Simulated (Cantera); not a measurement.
Charge: 1 mol Si₂Cl₆, 300 mol H₂.

Points: T (K) = 898, 948, 998, 1048, 1098, 1148, 1198, 1248, 1298, 1348, 1398, 1448, 1498, 1548; P (Pa) = 100, 300, 880, 2600, 7700, 23000, 68000, 200000.

Cantera's Mixture.equilibrate('TP', solver="vcs", rtol=1e-11, max_steps=5000) on the NASA tables stopped like this:

```
ERROR: FAILURE its = 5001!

*******************************************************************************
CanteraError thrown by MultiPhase::equilibrate:
VCS solver failed. Return code: -1
*******************************************************************************
```

### Question
What got this run through?

### Answer
Several could match; the one computed here: The failure is numerical, not chemical. The same input converged with solver="gibbs", rtol=1e-10, max_steps=50000, and the result passed a check of the equilibrium conditions:
```
    898        100  Si(cr)
    948        100  Si(cr)
    998        100  Si(cr)
   1048        100  Si(cr)
   1098        100  Si(cr)
   1148        100  Si(cr)
   1198        100  Si(cr)
   1248        100  Si(cr)
   1298        100  Si(cr)
   1348        100  Si(cr)
   1398        100  Si(cr)
   1448        100  Si(cr)
   1498        100  Si(cr)
   1548        100  Si(cr)
    898        300  Si(cr)
    948        300  Si(cr)
    998        300  Si(cr)
   1048        300  Si(cr)
   1098        300  Si(cr)
   1148        300  Si(cr)
   1198        300  Si(cr)
   1248        300  Si(cr)
   1298        300  Si(cr)
   1348        300  Si(cr)
   1398        300  Si(cr)
   1448        300  Si(cr)
   1498        300  Si(cr)
   1548        300  Si(cr)
    898        880  Si(cr)
    948        880  Si(cr)
    998        880  Si(cr)
   1048        880  Si(cr)
   1098        880  Si(cr)
   1148        880  Si(cr)
   1198        880  Si(cr)
   1248        880  Si(cr)
   1298        880  Si(cr)
   1348        880  Si(cr)
   1398        880  Si(cr)
   1448        880  Si(cr)
   1498        880  Si(cr)
   1548        880  Si(cr)
    898       2600  Si(cr)
    948       2600  Si(cr)
    998       2600  Si(cr)
   1048       2600  Si(cr)
   1098       2600  Si(cr)
   1148       2600  Si(cr)
   1198       2600  Si(cr)
   1248       2600  Si(cr)
   1298       2600  Si(cr)
   1348       2600  Si(cr)
   1398       2600  Si(cr)
   1448       2600  Si(cr)
   1498       2600  Si(cr)
   1548       2600  Si(cr)
    898       7700  Si(cr)
    948       7700  Si(cr)
    998       7700  Si(cr)
   1048       7700  Si(cr)
   1098       7700  Si(cr)
   1148       7700  Si(cr)
   1198       7700  Si(cr)
   1248       7700  Si(cr)
   1298       7700  Si(cr)
   1348       7700  Si(cr)
   1398       7700  Si(cr)
   1448       7700  Si(cr)
   1498       7700  Si(cr)
   1548       7700  Si(cr)
    898    2.3e+04  Si(cr)
    948    2.3e+04  Si(cr)
    998    2.3e+04  Si(cr)
   1048    2.3e+04  Si(cr)
   1098    2.3e+04  Si(cr)
   1148    2.3e+04  Si(cr)
   1198    2.3e+04  Si(cr)
   1248    2.3e+04  Si(cr)
   1298    2.3e+04  Si(cr)
   1348    2.3e+04  Si(cr)
   1398    2.3e+04  Si(cr)
   1448    2.3e+04  Si(cr)
   1498    2.3e+04  Si(cr)
   1548    2.3e+04  Si(cr)
    898    6.8e+04  Si(cr)
    948    6.8e+04  Si(cr)
    998    6.8e+04  Si(cr)
   1048    6.8e+04  Si(cr)
   1098    6.8e+04  Si(cr)
   1148    6.8e+04  Si(cr)
   1198    6.8e+04  Si(cr)
   1248    6.8e+04  Si(cr)
   1298    6.8e+04  Si(cr)
   1348    6.8e+04  Si(cr)
   1398    6.8e+04  Si(cr)
   1448    6.8e+04  Si(cr)
   1498    6.8e+04  Si(cr)
   1548    6.8e+04  Si(cr)
    898      2e+05  Si(cr)
    948      2e+05  Si(cr)
    998      2e+05  Si(cr)
   1048      2e+05  Si(cr)
   1098      2e+05  Si(cr)
   1148      2e+05  Si(cr)
   1198      2e+05  Si(cr)
   1248      2e+05  Si(cr)
   1298      2e+05  Si(cr)
   1348      2e+05  Si(cr)
   1398      2e+05  Si(cr)
   1448      2e+05  Si(cr)
   1498      2e+05  Si(cr)
   1548      2e+05  Si(cr)
```

The gas is ideal and each condensed phase is pure. The feed counts by its element totals alone. The tables' values for SiCl3 are old estimates.
